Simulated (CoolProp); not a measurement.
R124 along the isobar 802 kPa: density (kg/m³) from the reference equation and from simpler models built on Tc = 395.4 K, pc = 3624 kPa, ω = 0.288; each cubic takes its own stable root.

Model: reference Helmholtz-energy equation of state, de Vries 1995, in CoolProp.

```json
[
 {"T (K)": "163.8", "phase": "liquid", "reference": "1740"},
 {"T (K)": "197.8", "phase": "liquid", "reference": "1651"},
 {"T (K)": "231.8", "phase": "liquid", "reference": "1560"},
 {"T (K)": "265.9", "phase": "liquid", "reference": "1462"},
 {"T (K)": "299.9", "phase": "liquid", "reference": "1352"},
 {"T (K)": "333.9", "phase": "gas", "reference": "46.85"},
 {"T (K)": "367.9", "phase": "gas", "reference": "40.05"},
 {"T (K)": "402", "phase": "gas", "reference": "35.44"},
 {"T (K)": "436", "phase": "gas", "reference": "31.99"},
 {"T (K)": "470", "phase": "gas", "reference": "29.25"}
]
```

How far does each simpler model (van der Waals, Redlich-Kwong) lie from the reference over these 10 states: mean and median of the absolute difference, and the worst?


- van der Waals: mean 26.6 %, median 22.7 %, worst -96.2 % at 299.9 K and 802 kPa
- Redlich-Kwong: mean 6.4 %, median 6.9 %, worst -13.8 % at 299.9 K and 802 kPa

At some of these states van der Waals gives the other phase, because its saturation line lies elsewhere.
